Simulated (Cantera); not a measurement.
Input (Python, Cantera) and output of one run.

```python
import numpy as np
import cantera as ct

gas_names = """
    H H2 N NH NH2 NH3 N2 N2H2 N2H4 Pb Pb2
""".split()
cond_names = """
    Pb(cr) Pb(L)
""".split()


# ... load() reads the species with a 1 bar reference pressure and builds the phases ...
atoms = {
    'Pb': {'Pb': 1},
    'N2': {'N': 2},
    'H2': {'H': 2},
}
top_T = {}  # K; cautious upper limits of use, not melting points


# ... equilibrate(T, P, feed) seeds the gas with the atoms and calls Mixture.equilibrate('TP', solver="vcs", rtol=1e-11, max_steps=5000) ...
results = []
feed = {'Pb': 1, 'N2': 1.2, 'H2': 0.72}  # mol
T = 925  # K
P = 21  # Pa
mix = equilibrate(T, P, feed)
results.append((T, P, feed, dict(zip(mix.species_names, mix.species_moles))))
x = sorted(zip(gas.X, gas.species_names), reverse=True)
print(f"T = {T:g} K  P = {P:g} Pa  gas = {mix.phase_moles(0):.4g} mol")
print("   x: " + "  ".join(f"{s} {v:.3e}" for v, s in x if v > 0.001))
print("   condensed (mol): " + ("  ".join(f"{mix.phase(i).name} {mix.phase_moles(i):.4g}"
      for i in range(1, mix.n_phases) if mix.phase_moles(i) > 1e-12) or "none"))
```

Output:

```
T = 925 K  P = 21 Pa  gas = 1.945 mol
   x: N2 6.170e-01  H2 3.702e-01  Pb 1.272e-02
   condensed (mol): Pb(L) 0.9753
```

Cantera equilibrium calculation (NASA polynomials, part measured and part estimated; ideal gas, pure solids and liquids).
